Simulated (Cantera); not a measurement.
What does this Cantera script print?

```python
import numpy as np
import cantera as ct

gas = ct.Solution("gri30.yaml")


def delay(T, t_max=10):
    gas.TPX = T, 100000, {'C3H8': 1, 'O2': 12.5, 'N2': 51.2}
    reactor = ct.IdealGasReactor(gas, clone=False)
    net = ct.ReactorNet([reactor])
    net.rtol, net.atol = 1e-8, 1e-16
    while net.time < t_max:
        t_old, T_old = net.time, reactor.T
        net.step()
        if reactor.T > T + 400:  # ignition: a rise of 400 K
            return t_old + (T + 400 - T_old) / (reactor.T - T_old) * (net.time - t_old)
    return np.nan


taus = []
for T in [1075, 1125, 1175, 1225, 1275, 1325, 1375, 1425, 1475, 1525]:
    taus.append(delay(T))
    print(f"T0 = {T:6g} K   tau = {taus[-1]:.4e} s")
```

Result:

```
T0 =   1075 K   tau = 8.8432e-02 s
T0 =   1125 K   tau = 2.7793e-02 s
T0 =   1175 K   tau = 9.2104e-03 s
T0 =   1225 K   tau = 3.3025e-03 s
T0 =   1275 K   tau = 1.3032e-03 s
T0 =   1325 K   tau = 5.7053e-04 s
T0 =   1375 K   tau = 2.7747e-04 s
T0 =   1425 K   tau = 1.4934e-04 s
T0 =   1475 K   tau = 8.8235e-05 s
T0 =   1525 K   tau = 5.6583e-05 s
```

Cantera simulation using GRI-Mech 3.0 (53 species, 325 reactions); the numbers are that mechanism's predictions, not measurements. GRI-Mech 3.0 was tuned for natural gas; its chemistry of propane as a main component is partial and can be far from experiment.
